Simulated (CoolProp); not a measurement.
R245fa along the isobar 17500 kPa: Z from the reference equation and from simpler models built on Tc = 427.0 K, pc = 3651 kPa, ω = 0.378; each cubic takes its own stable root.

The numbers come from the reference Helmholtz-energy equation of state, Akasaka 2015 in CoolProp.

| T (K) | phase | reference | Redlich-Kwong | Soave-Redlich-Kwong | Peng-Robinson |
|---|---|---|---|---|---|
| 285.1 | liquid | 0.6999 | 0.7865 | 0.7607 | 0.6772 |
| 302.3 | liquid | 0.6786 | 0.7608 | 0.7354 | 0.6545 |
| 319.6 | liquid | 0.6610 | 0.7394 | 0.7148 | 0.6361 |
| 336.8 | liquid | 0.6469 | 0.7221 | 0.6989 | 0.6220 |
| 354 | liquid | 0.6360 | 0.7083 | 0.6872 | 0.6120 |
| 371.2 | liquid | 0.6283 | 0.6977 | 0.6796 | 0.6058 |
| 388.4 | liquid | 0.6236 | 0.6901 | 0.6760 | 0.6036 |
| 405.6 | liquid | 0.6222 | 0.6855 | 0.6767 | 0.6054 |
| 422.8 | liquid | 0.6240 | 0.6836 | 0.6816 | 0.6116 |
| 440 | supercritical | 0.6293 | 0.6843 | 0.6910 | 0.6223 |
